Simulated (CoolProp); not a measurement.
The numbers come from the reference Helmholtz-energy equation of state, Lemmon 2005 in CoolProp.

Give the vapour pressure (MPa), liquid density (kg/m³), surface tension (mN/m), liquid viscosity (µPa s) of saturated R125 at 261.4 K.


```csv
T (K),p (MPa),liquid density (kg/m³),surface tension (mN/m),liquid viscosity (µPa s)
261.4,0.454,1370,8.49,241
```

Viscosity comes from a separate model (Huber 2006). Surface tension comes from a separate correlation (Mulero 2012).
